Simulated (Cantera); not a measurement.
**Adiabatic ignition**

An adiabatic, constant-pressure homogeneous reactor starts with 12.4 % H₂, 6.58 % O₂, 78.9 % N₂, 0.309 % NO, 1.85 % H₂O, at 1623 K and 7500 Torr.

Computed with Cantera and GRI-Mech 3.0 (53 species, 325 reactions). The hydrogen kinetics of GRI-Mech 3.0 are dated; newer H2 mechanisms differ, most at raised pressure.

| t (s) | T (K) | x H₂ | x O₂ | x NO | x O | x N₂ | x H₂O | x HO₂ |
|---|---|---|---|---|---|---|---|---|
| 1.00e-6 | 1623 | 0.124 | 0.0657 | 0.00309 | 1.13e-5 | 0.789 | 0.0186 | 1.55e-5 |
| 3.98e-6 | 2154 | 0.0201 | 0.0125 | 0.00321 | 0.00476 | 0.820 | 0.116 | 2.40e-5 |
| 1.59e-5 | 2388 | 0.00780 | 0.00672 | 0.00328 | 0.000817 | 0.835 | 0.139 | 4.72e-6 |
| 6.32e-5 | 2440 | 0.00344 | 0.00503 | 0.00329 | 0.000280 | 0.838 | 0.146 | 1.77e-6 |
| 0.000252 | 2445 | 0.00302 | 0.00487 | 0.00329 | 0.000243 | 0.839 | 0.146 | 1.58e-6 |
| 0.00100 | 2445 | 0.00302 | 0.00487 | 0.00329 | 0.000243 | 0.839 | 0.146 | 1.58e-6 |
| 0.00399 | 2445 | 0.00302 | 0.00487 | 0.00328 | 0.000243 | 0.839 | 0.146 | 1.58e-6 |
| 0.0159 | 2445 | 0.00302 | 0.00487 | 0.00328 | 0.000243 | 0.839 | 0.146 | 1.58e-6 |
| 0.0633 | 2445 | 0.00302 | 0.00487 | 0.00328 | 0.000243 | 0.839 | 0.146 | 1.58e-6 |
| 0.252 | 2445 | 0.00302 | 0.00487 | 0.00328 | 0.000243 | 0.839 | 0.146 | 1.58e-6 |
| 1.00 | 2445 | 0.00302 | 0.00487 | 0.00328 | 0.000243 | 0.839 | 0.146 | 1.58e-6 |
| 4.00 | 2445 | 0.00302 | 0.00487 | 0.00328 | 0.000243 | 0.839 | 0.146 | 1.58e-6 |
x: mole fraction; the columns are a selection and need not sum to one.

```
Property                                                             Value
---------------------------------  ---------------------------------------
time of steepest temperature rise                                  2.30 µs
temperature at 4.00 s                                               2445 K
equilibrium temperature                                             2445 K
x(H₂) at 4.00 s                    0.00302 (gas-phase equilibrium 0.00302)
x(O₂) at 4.00 s                    0.00487 (gas-phase equilibrium 0.00487)
x(NO) at 4.00 s                    0.00328 (gas-phase equilibrium 0.00328)
```
